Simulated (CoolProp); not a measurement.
Vapour-liquid equilibrium of toluene (1) + p-xylene (2) at 417.6 K; x and y are mole fractions of (1).

Model: multi-fluid Helmholtz-energy mixture model, Lemmon 2006 and Zhou 2012; pair parameters Bell 2016, in CoolProp.

Question: Give the bubble pressure and the first vapour's composition at x = 0.425, 0.5, 0.8. Is there an azeotrope?

Answer: x = 0.425: 171.7 kPa, y = 0.591; x = 0.5: 181.0 kPa, y = 0.661; x = 0.8: 217.9 kPa, y = 0.884. No azeotrope shows between x = 0.05 and 0.95.

Pair parameters are fitted to limited data, so mixtures are less certain than the pure fluids.
